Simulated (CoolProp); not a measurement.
Saturated liquid density (kg/m³) of C2F6 (R116): the reference equation beside estimates from Tc = 293.0 K, pc = 3.048 MPa, ω = 0.257. Rackett uses Z = 0.29056 − 0.08775 ω.

Values from CoolProp's reference Helmholtz-energy equation of state, Lemmon 2006. It is a short technical equation, of lower accuracy than the large ones.

```
T (K)  reference  Rackett  Soave-Redlich-Kwong  Peng-Robinson
-----  ---------  -------  -------------------  -------------
230.3       1434     1503                 1346           1528
236.4       1400     1467                 1306           1483
242.5       1364     1429                 1264           1434
248.5       1327     1389                 1218           1383
254.6       1286     1346                 1168           1325
260.7       1241     1299                 1113           1262
266.8       1192     1247                 1052           1191
272.8       1137     1189                984.2           1111
278.9       1072     1120                903.9           1017
285        986.8     1032                804.3          898.9
```

Absolute difference from the reference over all 10 rows, mean and median: Rackett 4.7 and 4.7 %, Soave-Redlich-Kwong 10.7 and 9.7 %, Peng-Robinson 4.3 and 4.7 %.
